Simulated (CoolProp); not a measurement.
The numbers come from the reference Helmholtz-energy equation of state, Thol 2017 in CoolProp.

For decamethyltetrasiloxane (MD2M), give the phase and the cp (kJ/(kg K)), speed of sound (m/s), expansivity (1/kK), fugacity coefficient at 145.75 °C and 0.101 MPa; 218.15 °C and 0.101 MPa; 276.05 °C and 0.101 MPa.


- 145.75 °C and 0.101 MPa: liquid; cp 2.01, speed of sound 568, expansivity 1.53, fugacity coefficient 0.252
- 218.15 °C and 0.101 MPa: gas; cp 1.86, speed of sound 109, expansivity 2.53, fugacity coefficient 0.943
- 276.05 °C and 0.101 MPa: gas; cp 1.96, speed of sound 117, expansivity 2.11, fugacity coefficient 0.961
